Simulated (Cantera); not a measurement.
Stirred combustor or abatement burner

A perfectly stirred reactor is fed with CH4 : CO : O2 : N2 : H2O = 1 : 0.83 : 1.42 : 5.34 : 1.5 (molar parts), equivalence ratio 1.7, at 9750 Torr; it is adiabatic with a 573 K inlet, and is followed from long to short residence time, starting on the burning branch (τ in s: 0.054, 0.02, 0.0075, 0.0028, 0.0011, 0.0004, 0.00015, 5.5e-05, 2.1e-05, 7.8e-06).

Computed with Cantera and GRI-Mech 3.0 (53 species, 325 reactions). The pressure lies above the range GRI-Mech 3.0 was tuned for (to about 10 atm).

```tsv
τ (s)	T (K)	x CH4	x CO	x O2	x OH	x HCN	x CH2O
0.054	1872	0.00442	0.0914	0.000217	1.43e-5	1.37e-6	4.09e-6
0.020	1880	0.00639	0.0866	0.000527	1.79e-5	1.85e-6	8.31e-6
0.0075	1885	0.00856	0.0823	0.00124	2.28e-5	2.17e-6	1.68e-5
0.0028	1877	0.0109	0.0804	0.00292	2.90e-5	2.07e-6	3.49e-5
0.0011	1844	0.0134	0.0833	0.00671	3.42e-5	1.34e-6	7.51e-5
0.00040	573	0.0991	0.0823	0.141	<1e-12	<1e-12	<1e-12
0.00015	573	0.0991	0.0823	0.141	<1e-12	<1e-12	<1e-12
5.5e-5	573	0.0991	0.0823	0.141	<1e-12	<1e-12	<1e-12
2.1e-5	573	0.0991	0.0823	0.141	<1e-12	<1e-12	<1e-12
7.8e-6	573	0.0991	0.0823	0.141	<1e-12	<1e-12	<1e-12
```
x: mole fraction; the columns are a selection and need not sum to one.
